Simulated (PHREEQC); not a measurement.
A solution holds 0.0072 mol/kgw MnSO4, at 25 °C. Closed to the air; pH follows from the charge balance.

All values are PHREEQC results (ion-association model, phreeqc.dat), not measurements.

| quantity | before | after |
|---|---|---|
| pH | 6.57 | 6.82 |
| ionic strength (mol/kgw) | 0.0218 | 0.00268 |
| SO4-2 (mol/kgw) | 0.00545 | 0.000669 |
| HSO4- (mol/kgw) | 9.34e-8 | 8.31e-9 |

### Question
Which change was made?
A. MnSO4 replaced by NaHSO4 at the same molality
B. 0.0032 mol/kgw H2SO4 added
C. diluted 10-fold with water
D. temperature from 25 to 50 °C
E. 0.00021 mol/kgw HCl added

### Answer
C, diluted 10-fold with water

This is a speciation only: nothing precipitates in the calculation.
